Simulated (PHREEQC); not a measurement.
Solution (20 °C): 2.2 mmol/kgw HF and 1 mmol/kgw NaF. Closed to the air; pH follows from the charge balance.

All values are PHREEQC results (ion-association model, phreeqc.dat), not measurements.

This is a speciation only: nothing precipitates in the calculation.

Q: Estimate the pH, specific conductance, ionic strength.

A: pH 3.17; specific conductance 334 µS/cm; ionic strength 0.00170 mol/kgw.

Q: In which forms is F present?

A: F- 53 %, HF 47 %, HF2- 0.6 % of the F.

Species that the database lacks are ignored.
